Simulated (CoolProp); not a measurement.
Nitrogen at 293.15 K and 3.74 MPa is throttled through a valve to 1.67 MPa with no heat exchange. Each further row changes one setting.

Computed with CoolProp (reference Helmholtz-energy equation of state, Span 2000).

| case | temperature change (K) | final density (kg/m³) |
|---|---|---|
| as stated | -4.3 | 19.6 |
| outlet pressure 0.501 MPa | -6.9 | 5.91 |
| outlet pressure 2.17 MPa | -3.2 | 25.3 |
